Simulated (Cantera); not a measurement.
Feed: 1 mol Si, 0.25 mol CO2, 500 mol H2, 1.2 mol N2O, at 1473 K and 0.150 Pa.

Method: chemical equilibrium by Gibbs-energy minimisation in Cantera with the NASA 1993 tables (ideal gas, pure condensed phases). Candidate condensed phases: C, C6H6, C7H8, C8H18, H2O, Si, SiC, SiO2, Si2N2O, Si3N4; 151 gas species. Rates play no part.

Base state: H2 0.984, H 0.0102, N2 0.00238, SiO 0.00198, H2O 0.000891, CO 0.000495 (mole fractions); condensed: gas only.

Q: What changes in the equilibrium state with this change: Si replaced by SiC?

A: 
```json
[
 {"species": "H2", "before": "0.984", "after": "0.984"},
 {"species": "H", "before": "0.0102", "after": "0.0102"},
 {"species": "N2", "before": "0.00238", "after": "0.00237"},
 {"species": "CO", "before": "0.000495", "after": "0.00214"},
 {"species": "H2O", "before": "0.000891", "after": "<1e-9"},
 {"species": "SiO", "before": "0.00198", "after": "0.00122"},
 {"species": "Si", "before": "<1e-9", "after": "0.000431"},
 {"species": "SiC(s), mol", "before": "0", "after": "0.164"}
]
```

Q: What changes in the equilibrium state with this change: N2O from 1.2 to 0.011 mol?

A: 
| species | before | after |
|---|---|---|
| H2 | 0.984 | 0.988 |
| H | 0.0102 | 0.0103 |
| Si | <1e-9 | 0.000982 |
| N2 | 0.00238 | 2.18e-5 |
| SiO | 0.00198 | 0.000758 |
| H2O | 0.000891 | <1e-9 |
| CO | 0.000495 | 0.000257 |
| SiC(s), mol | 0 | 0.120 |
